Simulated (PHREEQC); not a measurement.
Solution (20 °C): 0.0024 mol/kgw HF and 0.0065 mol/kgw (CH3)4NF. Closed to the air; pH follows from the charge balance.

The numbers come from PHREEQC with the ion-association model, phreeqc.dat.

Each row changes one thing in this solution. Precipitation was switched off in this run.

```csv
case,pH,ionic strength (mol/kgw),F- (mol/kgw),HF (mol/kgw),HF2- (mol/kgw)
as made,3.61,0.00677,0.00671,0.00208,5.14e-5
(CH3)4NF left out,3.00,0.00103,0.00103,[?],5.15e-6
diluted 10-fold with water,3.93,0.000770,0.000770,0.000119,3.38e-7
HF from 0.0024 to 0.0036 mol/kgw,3.44,0.00690,0.00682,0.00313,7.84e-5
0.012 mol/kgw CO2 added,[?],0.00677,0.00670,0.00210,5.17e-5
```

What belongs in the gaps?


- (CH3)4NF left out, HF (mol/kgw): 0.00136
- 0.012 mol/kgw CO2 added, pH: 3.60

(CH3)4N+ isn't in the database: it is added as a free cation with an ion size of 4 Å.
